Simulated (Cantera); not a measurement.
Equilibrium for sublimation and decomposition of ceramics: Si₃N₄ + C + N₂

Charge: 1 mol Si₃N₄, 0.79 mol C, 0.2 mol N₂, held at 133 Pa.

These are equilibrium values from Cantera (NASA tables, ideal gas, pure condensed phases), not measurements of a reactor. Candidate condensed phases: C, Si, SiC, Si₃N₄; 20 gas species. The tables' values for SiN are old estimates; treat these amounts as uncertain. The numbers say what is thermodynamically allowed, not how fast it happens.

From 2525 K to 2825 K nothing is condensed. The main Si-bearing gas is Si throughout.

```
T (K)   x Si   x N₂  x SiC₂   x Si₂C     x CN      x C₃       x C
-----  -----  -----  ------  -------  -------  --------  --------
2525   0.476  0.432  0.0653   0.0223  0.00160  0.000189  0.000123
2575   0.484  0.428  0.0676   0.0153  0.00223  0.000334  0.000224
2625   0.490  0.425  0.0686   0.0105  0.00306  0.000564  0.000397
2675   0.494  0.422  0.0686  0.00722  0.00413  0.000917  0.000684
2725   0.497  0.420  0.0676  0.00498  0.00547   0.00144   0.00115
2775   0.500  0.417  0.0655  0.00346  0.00711   0.00216   0.00187
2825   0.503  0.415  0.0625  0.00241  0.00907   0.00312   0.00298
```
x: gas mole fraction; nothing condenses.
